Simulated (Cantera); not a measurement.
# Si + Br2 + N2 (silicon etching in halogen gases)

Input: 1 mol Si, 9.3 mol Br2, 16 mol N2, equilibrated at 0.630 Torr.

These are equilibrium values from Cantera (NASA tables, ideal gas, pure condensed phases), not measurements of a reactor. Candidate condensed phases: Br2, Si, Si3N4; 13 gas species. The tables' values for SiBr3 are old estimates; treat these amounts as uncertain. The numbers say what is thermodynamically allowed, not how fast it happens.

From 623 K to 1523 K nothing is condensed. The main Si-bearing gas is SiBr4 at 623 K and SiBr2 at 1523 K.

```tsv
T (K)	log p N2	log p Br	log p Br2	log p SiBr4	log p SiBr2	log p SiBr3	log p SiBr
623	-3.26	-7.12	-3.60	-4.46	<-15	<-15	<-15
698	-3.26	-6.25	-3.60	-4.46	<-15	-14.92	<-15
773	-3.26	-5.54	-3.60	-4.46	<-15	-13.27	<-15
848	-3.26	-4.96	-3.61	-4.46	<-15	-11.91	<-15
923	-3.27	-4.49	-3.64	-4.47	-14.41	-10.77	<-15
998	-3.28	-4.10	-3.70	-4.48	-12.71	-9.80	<-15
1073	-3.30	-3.80	-3.82	-4.50	-11.20	-8.93	<-15
1148	-3.33	-3.60	-4.05	-4.53	-9.77	-8.13	<-15
1223	-3.35	-3.49	-4.37	-4.55	-8.40	-7.37	<-15
1298	-3.36	-3.44	-4.76	-4.57	-7.08	-6.64	-13.46
1373	-3.37	-3.42	-5.15	-4.61	-5.89	-5.99	-11.40
1448	-3.38	-3.40	-5.51	-4.85	-5.02	-5.61	-9.76
1523	-3.39	-3.39	-5.83	-5.53	-4.69	-5.73	-8.73
```
log p: log10 of the partial pressure in bar; nothing condenses.
